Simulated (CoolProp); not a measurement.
A single-stage vapour-compression cycle with R152A: evaporating at 287.15 K (dew point), condensing at 330.15 K (bubble point), superheat 10 K, subcooling 8 K, compressor efficiency 0.8, no pressure losses. Each further row changes one setting.

Values from CoolProp's reference Helmholtz-energy equation of state, Outcalt 1996. It is a modified Benedict-Webb-Rubin equation, recast in Helmholtz form.

```tsv
case	cooling COP	pressure ratio	discharge temperature (K)	refrigerating effect (kJ/kg)	volumetric capacity (kJ/m³)
as stated	4.58	3.29	358.3	240	3010
evaporating temperature 292.15 K	5.38	2.81	355.7	243	3560
condensing temperature 325.15 K	5.32	2.91	351.7	249	3130
subcooling 13 K	4.77	3.29	358.3	249	3130
superheat 20 K	4.58	3.29	368.4	251	3020
compressor efficiency 0.7	4.01	3.29	363.5	240	3010
```
